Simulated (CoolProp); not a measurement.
Properties of tetradecamethylhexasiloxane (MD4M) along the isotherm 620 K.

Computed with CoolProp (reference Helmholtz-energy equation of state, Thol 2019).

```csv
p (kPa),phase,cp (kJ/(kg K)),isothermal compressibility (1/MPa),expansivity (1/kK)
138,gas,2.104,7.974,2.291
276,gas,2.138,4.579,3.473
414,gas,2.210,3.856,6.098
552,liquid,2.505,0.1285,6.267
690,liquid,2.467,0.1055,5.441
829,liquid,2.439,0.08986,4.860
967,liquid,2.419,0.07856,4.429
1100,liquid,2.404,0.07020,4.104
1240,liquid,2.390,0.06323,3.826
1380,liquid,2.380,0.05759,3.597
1520,liquid,2.370,0.05292,3.403
1660,liquid,2.362,0.04900,3.238
1800,liquid,2.355,0.04564,3.093
1930,liquid,2.350,0.04293,2.975
2070,liquid,2.344,0.04036,2.862
```
